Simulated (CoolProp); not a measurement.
The fluid at 462.93 K and 2.37 MPa flows at 0.95 m/s in a round tube of 50 mm bore and 1.5 µm roughness, fully developed (64/Re and Nu = 3.66 if laminar; Colebrook and Gnielinski if turbulent). The same conditions are run with several fluids, on thermodynamics alone (safety and materials aside).

Values from CoolProp's reference Helmholtz-energy equation of state of each fluid (R410A: Lemmon 2003; methane: Setzmann 1991; R143a: Lemmon and Jacobsen 2000; n-butane: Bücker 2006; nitrogen: Span 2000). Blends and air are pseudo-pure fits.

**Question.** Rank R410A, methane, R143a, n-butane, nitrogen by Reynolds number, highest first.

**Answer.** n-butane (169000), R143a (149000), R410A (111000), nitrogen (32700), methane (28900)

```
fluid     Darcy friction factor  pressure drop (Pa/m)  heat-transfer coefficient (W/(m² K))  mass flow (kg/h)
--------  ---------------------  --------------------  ------------------------------------  ----------------
R410A                    0.0178                  7.63                                   119               319
methane                  0.0238                  2.12                                  87.0              66.5
R143a                    0.0168                  8.53                                   167               378
n-butane                 0.0164                  6.44                                   244               292
nitrogen                 0.0231                  3.56                                  56.3               115
```

Transport values come from each fluid's own correlations; those of R143a are estimates that may be off by 10 % or more.
